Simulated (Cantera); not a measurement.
Catalytic combustion on Pt

An isothermal plug-flow reactor at 1225 K and 1.00 bar (inlet), inlet velocity 0.2 m/s, active area per volume 1700 1/m; feed CH4 : O2 : N2 : H2O = 0.0044 : 0.078 : 0.79 : 0.016 (molar parts), equivalence ratio 0.11.

Model: Deutschmann's 1995 Pt surface mechanism with GRI-Mech 3.0 gas chemistry, integrated in Cantera. Catalytic surfaces can have several steady states; this one follows from the mechanism file's or the stated starting coverage. Mass transfer to the wall is taken as infinitely fast.

| z (m) | x CH4 | x O2 | x H2O | x CO2 | x CO | θ free Pt | θ O* | θ OH* |
|---|---|---|---|---|---|---|---|---|
| 4.8e-05 | 0.00396 | 0.0859 | 0.0199 | 0.000954 | 6.06e-6 | 0.458 | 0.540 | 0.00166 |
| 7.9e-05 | 0.00342 | 0.0848 | 0.0210 | 0.00147 | 5.27e-6 | 0.459 | 0.539 | 0.00170 |
| 0.00013 | 0.00269 | 0.0834 | 0.0224 | 0.00218 | 4.18e-6 | 0.460 | 0.538 | 0.00175 |
| 0.00022 | 0.00175 | 0.0816 | 0.0243 | 0.00309 | 2.79e-6 | 0.461 | 0.537 | 0.00182 |
| 0.00037 | 0.000854 | 0.0798 | 0.0260 | 0.00396 | 1.44e-6 | 0.462 | 0.536 | 0.00189 |
| 0.00062 | 0.000256 | 0.0786 | 0.0272 | 0.00456 | 5.22e-7 | 0.463 | 0.535 | 0.00193 |
| 0.001 | 4.05e-5 | 0.0782 | 0.0277 | 0.00479 | 1.53e-7 | 0.463 | 0.535 | 0.00195 |
| 0.0017 | 1.36e-6 | 0.0780 | 0.0278 | 0.00485 | 4.24e-8 | 0.463 | 0.535 | 0.00195 |
| 0.0029 | 6.81e-9 | 0.0780 | 0.0278 | 0.00487 | 2.18e-8 | 0.463 | 0.535 | 0.00195 |
| 0.0048 | 6.55e-10 | 0.0780 | 0.0279 | 0.00490 | 1.51e-8 | 0.463 | 0.535 | 0.00195 |
x: gas mole fraction; θ: surface coverage.
